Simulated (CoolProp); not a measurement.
The numbers come from the reference Helmholtz-energy equation of state, Bücker 2006 in CoolProp.

Question: For ethane, give the phase and the cp (kJ/(kg K)), Joule-Thomson coefficient (K/MPa), viscosity (µPa s), Prandtl number at -27.05 °C and 1.28 MPa.

Answer: 
- -27.05 °C and 1.28 MPa: liquid; cp 2.93, Joule-Thomson coefficient -0.00829, viscosity 82.0, Prandtl number 2.13

Viscosity comes from a separate model (Friend 1991). Thermal conductivity comes from a separate model (Friend 1991).
